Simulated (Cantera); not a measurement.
A freely propagating, adiabatic, planar premixed flame of CH₄ : C₂H₆ : C₃H₈ : O₂ : N₂ = 1 : 0.059 : 1.4 : 7.08 : 26.6 (molar parts), equivalence ratio 1.3, unburnt at 625 K and 7.40 bar; mixture-averaged transport, grid criteria slope 0.08 and curve 0.16, no radiation.

Model: GRI-Mech 3.0 (53 species, 325 reactions), integrated in Cantera. GRI-Mech 3.0 was tuned for natural gas; its chemistry of propane as a main component is partial and can be far from experiment. Burning velocities carry a grid error of a few per cent, more on coarse grids.

Question: What does this change do: 3.4 parts H2 added?

Answer: 
```json
[
 {"quantity": "laminar burning velocity", "before": "76.6 cm/s", "after": "62.4 cm/s"},
 {"quantity": "thermal thickness", "before": "0.0613 mm", "after": "0.0822 mm"},
 {"quantity": "peak x(HCN)", "before": "3.68e-5", "after": "4.41e-5"},
 {"quantity": "peak x(CH₂CO)", "before": "0.00175", "after": "0.00178"}
]
```
